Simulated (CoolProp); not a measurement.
Toluene along the isobar 0.46 MPa: density (kg/m³) from the reference equation and from simpler models built on Tc = 318.6 °C, pc = 4.126 MPa, ω = 0.266; each cubic takes its own stable root.

Values from CoolProp's reference Helmholtz-energy equation of state, Lemmon 2006. It is a short technical equation, of lower accuracy than the large ones.

```json
[
 {"T (°C)": "101.65", "phase": "liquid", "reference": "788.8", "van der Waals": "15.21", "Soave-Redlich-Kwong": "706.9", "Peng-Robinson": "798.5"},
 {"T (°C)": "123.95", "phase": "liquid", "reference": "765.7", "van der Waals": "(withheld)", "Soave-Redlich-Kwong": "685.4", "Peng-Robinson": "775.2"},
 {"T (°C)": "146.25", "phase": "liquid", "reference": "741.5", "van der Waals": "13.21", "Soave-Redlich-Kwong": "661.5", "Peng-Robinson": "749.1"},
 {"T (°C)": "168.55", "phase": "liquid", "reference": "715.7", "van der Waals": "12.41", "Soave-Redlich-Kwong": "634.8", "Peng-Robinson": "719.7"},
 {"T (°C)": "190.85", "phase": "gas", "reference": "12.21", "van der Waals": "11.72", "Soave-Redlich-Kwong": "12.05", "Peng-Robinson": "12.12"},
 {"T (°C)": "213.15", "phase": "gas", "reference": "11.45", "van der Waals": "11.10", "Soave-Redlich-Kwong": "(withheld)", "Peng-Robinson": "11.40"},
 {"T (°C)": "235.45", "phase": "gas", "reference": "10.79", "van der Waals": "10.55", "Soave-Redlich-Kwong": "10.72", "Peng-Robinson": "10.78"},
 {"T (°C)": "257.65", "phase": "gas", "reference": "10.23", "van der Waals": "10.05", "Soave-Redlich-Kwong": "10.18", "Peng-Robinson": "10.23"},
 {"T (°C)": "279.95", "phase": "gas", "reference": "9.733", "van der Waals": "9.604", "Soave-Redlich-Kwong": "9.693", "Peng-Robinson": "9.739"},
 {"T (°C)": "302.25", "phase": "gas", "reference": "9.289", "van der Waals": "(withheld)", "Soave-Redlich-Kwong": "9.257", "Peng-Robinson": "9.299"},
 {"T (°C)": "324.55", "phase": "gas", "reference": "8.889", "van der Waals": "8.822", "Soave-Redlich-Kwong": "8.862", "Peng-Robinson": "8.901"},
 {"T (°C)": "346.85", "phase": "gas", "reference": "8.527", "van der Waals": "(withheld)", "Soave-Redlich-Kwong": "8.503", "Peng-Robinson": "(withheld)"}
]
```

Task: Some entries are withheld; supply them.

Result: 
- 123.95, van der Waals: 14.13
- 213.15, Soave-Redlich-Kwong: 11.34
- 302.25, van der Waals: 9.195
- 346.85, van der Waals: 8.479
- 346.85, Peng-Robinson: 8.538

At some of these states van der Waals gives the other phase, because its saturation line lies elsewhere.
